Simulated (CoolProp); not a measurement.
Vapour pressure (MPa) of R1233zd(E): the reference equation beside estimates from Tc = 438.9 K, pc = 3.583 MPa, ω = 0.304. Clausius-Clapeyron is anchored at 331.1 K with a constant enthalpy of vaporisation of 22.56 kJ/mol.

Computed with CoolProp (reference Helmholtz-energy equation of state, Akasaka 2022).

```json
[
 {"T (K)": "324.3", "reference": "0.3040", "Lee-Kesler": "0.3054", "Clausius-Clapeyron": "0.3113", "Redlich-Kwong": "0.4869", "Soave-Redlich-Kwong": "0.3054", "Peng-Robinson": "0.3029"},
 {"T (K)": "331.1", "reference": "0.3697", "Lee-Kesler": "0.3719", "Clausius-Clapeyron": "0.3697", "Redlich-Kwong": "0.5719", "Soave-Redlich-Kwong": "0.3721", "Peng-Robinson": "0.3684"},
 {"T (K)": "337.8", "reference": "0.4445", "Lee-Kesler": "0.4474", "Clausius-Clapeyron": "0.4350", "Redlich-Kwong": "0.6653", "Soave-Redlich-Kwong": "0.4482", "Peng-Robinson": "0.4432"},
 {"T (K)": "344.5", "reference": "0.5301", "Lee-Kesler": "0.5338", "Clausius-Clapeyron": "0.5085", "Redlich-Kwong": "0.7689", "Soave-Redlich-Kwong": "0.5355", "Peng-Robinson": "0.5290"},
 {"T (K)": "351.3", "reference": "0.6293", "Lee-Kesler": "0.6337", "Clausius-Clapeyron": "0.5922", "Redlich-Kwong": "0.8849", "Soave-Redlich-Kwong": "0.6366", "Peng-Robinson": "0.6284"},
 {"T (K)": "358", "reference": "0.7401", "Lee-Kesler": "0.7450", "Clausius-Clapeyron": "0.6843", "Redlich-Kwong": "1.011", "Soave-Redlich-Kwong": "0.7497", "Peng-Robinson": "0.7397"},
 {"T (K)": "364.7", "reference": "0.8649", "Lee-Kesler": "0.8702", "Clausius-Clapeyron": "0.7866", "Redlich-Kwong": "1.148", "Soave-Redlich-Kwong": "0.8771", "Peng-Robinson": "0.8653"},
 {"T (K)": "371.5", "reference": "1.007", "Lee-Kesler": "1.013", "Clausius-Clapeyron": "0.9013", "Redlich-Kwong": "1.300", "Soave-Redlich-Kwong": "1.022", "Peng-Robinson": "1.009"},
 {"T (K)": "378.2", "reference": "1.164", "Lee-Kesler": "1.169", "Clausius-Clapeyron": "1.026", "Redlich-Kwong": "1.462", "Soave-Redlich-Kwong": "1.182", "Peng-Robinson": "1.166"}
]
```

Absolute difference from the reference over all 9 rows, mean and median: Lee-Kesler 0.6 and 0.6 %, Clausius-Clapeyron 5.9 and 5.9 %, Redlich-Kwong 41.6 and 40.6 %, Soave-Redlich-Kwong 1.1 and 1.2 %, Peng-Robinson 0.2 and 0.2 %.
